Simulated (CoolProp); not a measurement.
Vapour pressure (MPa) of dimethyl carbonate: the reference equation beside estimates from Tc = 557.0 K, pc = 4.909 MPa, ω = 0.346. Clausius-Clapeyron is anchored at 410.4 K with a constant enthalpy of vaporisation of 30.67 kJ/mol.

Model: reference Helmholtz-energy equation of state, Zhou 2011, in CoolProp.

```json
[
 {"T (K)": "410.4", "reference": "0.3724", "Lee-Kesler": "0.3764", "Clausius-Clapeyron": "0.3724", "van der Waals": "1.272", "Redlich-Kwong": "0.6520", "Soave-Redlich-Kwong": "0.3763", "Peng-Robinson": "0.3735"},
 {"T (K)": "419.5", "reference": "0.4607", "Lee-Kesler": "0.4671", "Clausius-Clapeyron": "0.4526", "van der Waals": "1.415", "Redlich-Kwong": "0.7732", "Soave-Redlich-Kwong": "0.4674", "Peng-Robinson": "0.4631"},
 {"T (K)": "428.7", "reference": "0.5653", "Lee-Kesler": "0.5748", "Clausius-Clapeyron": "0.5466", "van der Waals": "1.570", "Redlich-Kwong": "0.9110", "Soave-Redlich-Kwong": "0.5758", "Peng-Robinson": "0.5697"},
 {"T (K)": "437.8", "reference": "0.6856", "Lee-Kesler": "0.6987", "Clausius-Clapeyron": "0.6537", "van der Waals": "1.733", "Redlich-Kwong": "1.063", "Soave-Redlich-Kwong": "0.7010", "Peng-Robinson": "0.6927"},
 {"T (K)": "447", "reference": "0.8262", "Lee-Kesler": "0.8432", "Clausius-Clapeyron": "0.7774", "van der Waals": "1.909", "Redlich-Kwong": "1.234", "Soave-Redlich-Kwong": "0.8475", "Peng-Robinson": "0.8367"},
 {"T (K)": "456.1", "reference": "0.9857", "Lee-Kesler": "1.007", "Clausius-Clapeyron": "0.9166", "van der Waals": "2.094", "Redlich-Kwong": "1.421", "Soave-Redlich-Kwong": "1.014", "Peng-Robinson": "1.001"},
 {"T (K)": "465.3", "reference": "1.170", "Lee-Kesler": "1.196", "Clausius-Clapeyron": "1.075", "van der Waals": "2.292", "Redlich-Kwong": "1.629", "Soave-Redlich-Kwong": "1.206", "Peng-Robinson": "1.190"},
 {"T (K)": "474.4", "reference": "1.376", "Lee-Kesler": "1.407", "Clausius-Clapeyron": "1.252", "van der Waals": "2.499", "Redlich-Kwong": "1.854", "Soave-Redlich-Kwong": "1.422", "Peng-Robinson": "1.403"}
]
```

Absolute difference from the reference over all 8 rows, mean and median: Lee-Kesler 1.8 and 2.0 %, Clausius-Clapeyron 5.0 and 5.3 %, van der Waals 150.0 and 141.9 %, Redlich-Kwong 53.3 and 52.2 %, Soave-Redlich-Kwong 2.3 and 2.4 %, Peng-Robinson 1.1 and 1.2 %.
